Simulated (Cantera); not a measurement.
Feed: 1 mol V₂O₃, 2.6 mol H₂, equilibrated at 1623 K and 4.20 mbar.

These are equilibrium values from Cantera (NASA tables, ideal gas, pure condensed phases), not measurements of a reactor. Candidate condensed phases: H₂O, V, VO, V₂O₃, V₂O₄, V₂O₅; 12 gas species. Mutual solubility and eutectic melting of coexisting phases are not modelled. VO: taken at fixed stoichiometry. Condensed phases not in the tables: the oxides between V₂O₃ and V₂O₅ other than VO₂. Rates play no part.

Base state: H₂ 0.992, H₂O 0.00681, H 0.00106 (mole fractions); condensed: VO(s) + V₂O₃(s).

Task: What changes in the equilibrium state with this change: pressure from 4.20 mbar to 0.133 bar?

Result: 
```
species        before     after
------------  -------  --------
H₂              0.992     0.993
H₂O           0.00681   0.00682
H             0.00106  0.000189
VO(s), mol     0.0354    0.0355
V₂O₃(s), mol    0.982     0.982
```

Task: What changes in the equilibrium state with this change: V₂O₃ replaced by NiS?

Result: 
| species | before | after |
|---|---|---|
| H₂ | 0.992 | 0.922 |
| S₂ | 0 | 0.0449 |
| H₂S | 0 | 0.0265 |
| NiS | 0 | 0.000120 |
| H₂O | 0.00681 | 0 |
| SH | 0 | 0.00517 |
| S | 0 | 0.000498 |
| Ni | 0 | 9.76e-5 |
| H | 0.00106 | 0.00102 |
| VO(s), mol | 0.0354 | 0 |
| V₂O₃(s), mol | 0.982 | 0 |
| Ni₃S₂(l), mol | 0 | 0.333 |
Further candidate phases: Ni, NiS, NiS₂, Ni₃S₂, Ni₃S₄, S.
